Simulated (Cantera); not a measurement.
What does this Cantera script print?

```python
import numpy as np
import cantera as ct

gas_names = [...]  # 87 gases of nasa_gas.yaml made of C, H, Si
cond_names = """
    C(gr) C6H6(L) C7H8(L) C8H18(L),n-octa Si(cr) Si(L) SiC(b)
""".split()


# ... load() reads the species with a 1 bar reference pressure and builds the phases ...
atoms = {
    'SiH4': {'Si': 1, 'H': 4},
    'C2H4': {'C': 2, 'H': 4},
    'H2': {'H': 2},
}
top_T = {'C(gr)': 4500, 'SiC(b)': 3050}  # K; cautious upper limits of use, not melting points


# ... equilibrate(T, P, feed) seeds the gas with the atoms and calls Mixture.equilibrate('TP', solver="vcs", rtol=1e-11, max_steps=5000) ...
results = []
feed = {'SiH4': 1, 'C2H4': 0.01, 'H2': 12}  # mol
P = 2500  # Pa
for T in [1373, 1398, 1423, 1448, 1473, 1498, 1523, 1548, 1573, 1598, 1623, 1648, 1673, 1698]:
    mix = equilibrate(T, P, feed)
    results.append((T, P, feed, dict(zip(mix.species_names, mix.species_moles))))
    x = sorted(zip(gas.X, gas.species_names), reverse=True)
    print(f"T = {T:g} K  P = {P:g} Pa  gas = {mix.phase_moles(0):.4g} mol")
    print("   x: " + "  ".join(f"{s} {v:.3e}" for v, s in x if v > 0.001))
    print("   condensed (mol): " + ("  ".join(f"{mix.phase(i).name} {mix.phase_moles(i):.4g}"
          for i in range(1, mix.n_phases) if mix.phase_moles(i) > 1e-12) or "none"))
```

It prints:

```
T = 1373 K  P = 2500 Pa  gas = 14.02 mol
   x: H2 1.000e+00
   condensed (mol): Si(cr) 0.98  SiC(b) 0.01999
T = 1398 K  P = 2500 Pa  gas = 14.02 mol
   x: H2 1.000e+00
   condensed (mol): Si(cr) 0.98  SiC(b) 0.01999
T = 1423 K  P = 2500 Pa  gas = 14.02 mol
   x: H2 1.000e+00
   condensed (mol): Si(cr) 0.98  SiC(b) 0.01999
T = 1448 K  P = 2500 Pa  gas = 14.02 mol
   x: H2 9.999e-01
   condensed (mol): Si(cr) 0.98  SiC(b) 0.01999
T = 1473 K  P = 2500 Pa  gas = 14.02 mol
   x: H2 9.999e-01
   condensed (mol): Si(cr) 0.98  SiC(b) 0.01999
T = 1498 K  P = 2500 Pa  gas = 14.02 mol
   x: H2 9.999e-01
   condensed (mol): Si(cr) 0.98  SiC(b) 0.01999
T = 1523 K  P = 2500 Pa  gas = 14.02 mol
   x: H2 9.999e-01
   condensed (mol): Si(cr) 0.98  SiC(b) 0.01999
T = 1548 K  P = 2500 Pa  gas = 14.02 mol
   x: H2 9.998e-01
   condensed (mol): Si(cr) 0.9799  SiC(b) 0.01999
T = 1573 K  P = 2500 Pa  gas = 14.02 mol
   x: H2 9.997e-01
   condensed (mol): Si(cr) 0.9799  SiC(b) 0.01999
T = 1598 K  P = 2500 Pa  gas = 14.02 mol
   x: H2 9.997e-01
   condensed (mol): Si(cr) 0.9799  SiC(b) 0.01999
T = 1623 K  P = 2500 Pa  gas = 14.02 mol
   x: H2 9.995e-01
   condensed (mol): Si(cr) 0.9798  SiC(b) 0.01999
T = 1648 K  P = 2500 Pa  gas = 14.02 mol
   x: H2 9.994e-01
   condensed (mol): Si(cr) 0.9797  SiC(b) 0.01999
T = 1673 K  P = 2500 Pa  gas = 14.03 mol
   x: H2 9.992e-01
   condensed (mol): Si(cr) 0.9796  SiC(b) 0.01999
T = 1698 K  P = 2500 Pa  gas = 14.03 mol
   x: H2 9.990e-01
   condensed (mol): Si(L) 0.9793  SiC(b) 0.01999
```

These are equilibrium values from Cantera (NASA tables, ideal gas, pure condensed phases), not measurements of a reactor. Mutual solubility and eutectic melting of coexisting phases are not modelled. Gases not in the tables: Si2H6 and higher silanes.
